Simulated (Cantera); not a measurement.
**FeS + H₂ + H₂O (hydrogen reduction and annealing atmospheres)**

Input: 1 mol FeS, 2600 mol H₂, 8.9 mol H₂O, held at 675 K and 0.00200 bar.

Cantera equilibrium calculation (NASA polynomials, part measured and part estimated; ideal gas, pure solids and liquids). Candidate condensed phases: Fe, FeO, Fe(OH)₂, Fe(OH)₃, FeS, FeSO₄, FeS₂, Fe₂O₃, Fe₂(SO₄)₃, Fe₃O₄, H₂O, H₂SO₄, S; 22 gas species. FeS: taken at fixed stoichiometry. Kinetics and transport are ignored.

```json
{
 "x(H₂)": "0.997",
 "x(H₂O)": "0.00341",
 "x(H₂S)": "2.40e-5",
 "n(Fe(α))": "0.0627 mol",
 "n(FeS(s))": "0.937 mol",
 "gas_amount": "2609 mol",
 "log10 activity of S(l) (absent)": "-8.00",
 "log10 activity of Fe(OH)₂(s) (absent)": "-9.90",
 "log10 activity of Fe(OH)₃(s) (absent)": "-18.06"
}
```
